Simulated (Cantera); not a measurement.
Input (Python, Cantera) and output of one run.

```python
import numpy as np
import cantera as ct

gas_names = """
    H HNO HNO2 HNO3 HO2 H2 H2O H2O2 N NH NH2 NH3 NH2OH NO NO2 NO3 N2 N2H2 N2H4 N2O O OH O2 O3 Si SiH
    SiH2 SiH3 SiH4 SiN SiO SiO2 Si2 Si2N Si3
""".split()
cond_names = """
    H2O(s) H2O(L) Si(cr) Si(L) SiO2(Lqz) SiO2(hqz) SiO2(L) Si2N2O(s) Si3N4(a)
""".split()


# ... load() reads the species with a 1 bar reference pressure and builds the phases ...
atoms = {
    'Si': {'Si': 1},
    'N2O': {'N': 2, 'O': 1},
    'H2': {'H': 2},
    'O2': {'O': 2},
}
top_T = {'Si2N2O(s)': 2100, 'Si3N4(a)': 2400}  # K; cautious upper limits of use, not melting points


# ... equilibrate(T, P, feed) seeds the gas with the atoms and calls Mixture.equilibrate('TP', solver="vcs", rtol=1e-11, max_steps=5000) ...
results = []
feed = {'Si': 1, 'N2O': 0.17, 'H2': 3.5, 'O2': 0.072}  # mol
P = 37  # Pa
for T in [1425, 1475, 1525, 1575, 1625, 1675, 1725, 1775, 1825, 1875, 1925, 1975]:
    mix = equilibrate(T, P, feed)
    results.append((T, P, feed, dict(zip(mix.species_names, mix.species_moles))))

top = {s: max(r[3][s] / sum(r[3][g] for g in gas_names) for r in results) for s in gas_names}
cols = sorted((s for s in top if top[s] > 0.001), key=lambda s: -top[s])[:7]
seen = [c for c in cond_names if any(r[3].get(c, 0) > 1e-12 for r in results)]
print("log10 of partial pressures in bar; condensed amounts in mol")
print(f"{'T/K':>10s}" + "".join(f"{s[:9]:>10s}" for s in cols + seen))
for T, P, feed, n in results:
    ng = sum(n[g] for g in gas_names)
    print(f"{T:10.4g}" + "".join(f"{np.log10(max(n[s] / ng * P / 1e5, 1e-99)):10.3f}" for s in cols)
          + "".join(f"{n.get(c, 0):10.4g}" for c in seen))
```

Result:

```
log10 of partial pressures in bar; condensed amounts in mol
       T/K        H2        Si       SiO         H        N2       SiH    Si(cr)     Si(L) Si2N2O(s)
      1425    -3.450    -8.793    -4.833    -6.891    -7.064    -9.870    0.5168         0    0.1691
      1475    -3.452    -8.240    -4.812    -6.613    -6.061    -9.414    0.5245         0    0.1614
      1525    -3.464    -7.724    -4.696    -6.358    -5.221    -8.994     0.577         0    0.1088
      1575    -3.489    -7.241    -4.536    -6.126    -4.802    -8.607    0.6853         0         0
      1625    -3.490    -6.788    -4.536    -5.896    -4.803    -8.234    0.6841         0         0
      1675    -3.491    -6.363    -4.537    -5.681    -4.803    -7.883     0.681         0         0
      1725    -3.494    -5.993    -4.538    -5.478    -4.805    -7.585         0    0.6744         0
      1775    -3.497    -5.659    -4.541    -5.287    -4.808    -7.318         0    0.6609         0
      1825    -3.504    -5.342    -4.545    -5.108    -4.812    -7.068         0    0.6336         0
      1875    -3.514    -5.043    -4.553    -4.941    -4.820    -6.833         0    0.5799         0
      1925    -3.532    -4.759    -4.567    -4.785    -4.834    -6.615         0    0.4759         0
      1975    -3.561    -4.490    -4.591    -4.644    -4.858    -6.414         0    0.2739         0
```

Equilibrium computed with Cantera from the NASA thermochemical tables; the gas is ideal and each condensed phase is pure. Mutual solubility and eutectic melting of coexisting phases are not modelled. The tables' values for SiN are old estimates; treat these amounts as uncertain. Gases not in the tables: Si2H6 and higher silanes.
